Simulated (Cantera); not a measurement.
## Premixed flame

A freely propagating, adiabatic, planar premixed flame of H₂ : O₂ : N₂ = 1 : 0.575 : 2.47 (molar parts), unburnt at 325 K and 1000000 Pa; mixture-averaged transport, grid criteria slope 0.08 and curve 0.16, no radiation.

Cantera simulation using the H2/O2 subset of GRI-Mech 3.0, which has no nitrogen chemistry; the numbers are that mechanism's predictions, not measurements. The hydrogen kinetics of GRI-Mech 3.0 are dated; newer H2 mechanisms differ, most at raised pressure. Burning velocities carry a grid error of a few per cent, more on coarse grids.

```
z (mm)    T (K)  u (m/s)      x H₂    x O₂    x H₂O₂     x HO₂     x H₂O       x H
--------  -----  -------  --------  ------  --------  --------  --------  --------
-0.106      325    0.741     0.246   0.142     <1e-8     <1e-8   3.02e-6     <1e-8
-0.0709     326    0.739     0.241   0.143   1.84e-7   1.59e-7   5.15e-5     <1e-8
-0.0532     332    0.743     0.232   0.145   1.43e-6   1.24e-6  0.000349     <1e-8
-0.0354     368    0.801     0.205   0.149   2.06e-5   1.98e-5   0.00411     <1e-8
-0.0177     649     1.34     0.138   0.143  0.000232  0.000510    0.0448   1.40e-6
-0.00886   1040     2.10    0.0937   0.118  0.000309   0.00102     0.102  0.000294
0          1458     2.93    0.0535  0.0828   4.40e-5  0.000540     0.170   0.00217
0.00886    1726     3.46    0.0273  0.0544   5.29e-6  0.000240     0.217   0.00370
0.0177     1872     3.75    0.0152  0.0401   3.49e-6  0.000122     0.240   0.00337
0.0354     2003     4.01   0.00748  0.0310   2.17e-6   5.04e-5     0.256   0.00173
0.0709     2086     4.17   0.00336  0.0275   1.25e-6   1.86e-5     0.266  0.000516
0.142      2123     4.23   0.00126  0.0265   6.82e-7   6.73e-6     0.270  0.000119
0.284      2135     4.25  0.000546  0.0263   4.47e-7   3.50e-6     0.272   3.71e-5
```
x: mole fraction of selected species; z is measured from the peak of heat release.

- laminar burning velocity = 74.1 cm/s
- thermal thickness = 0.0354 mm
- peak x(H₂O₂) = 0.000326
- peak x(HO₂) = 0.00104
- peak x(H) = 0.00375
- grid points = 117
